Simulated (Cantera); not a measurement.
Input: 1 mol Si, 28 mol HCl, 26 mol H2, held at 1175 K and 1.00 bar.

Cantera equilibrium calculation (NASA polynomials, part measured and part estimated; ideal gas, pure solids and liquids). Candidate condensed phases: Si; 19 gas species. The tables' values for SiCl3 are old estimates; treat these amounts as uncertain. The numbers say what is thermodynamically allowed, not how fast it happens.

Base state: H2 0.528, HCl 0.453, SiCl4 0.0183, SiHCl3 0.000502, SiCl3 8.11e-5 (mole fractions); condensed: gas only.

Question: What changes in the equilibrium state with this change: HCl from 28 to 2.1 mol?

Answer: 
```
species       before     after
----------  --------  --------
H2             0.528     0.962
HCl            0.453    0.0212
SiHCl3      0.000502   0.00712
SiCl4         0.0183   0.00666
SiH3Cl       1.69e-9   3.64e-5
SiH2Cl2      1.77e-6  0.000976
SiCl2        3.52e-6   0.00107
SiCl3        8.11e-5  0.000852
Si(s), mol         0     0.538
```
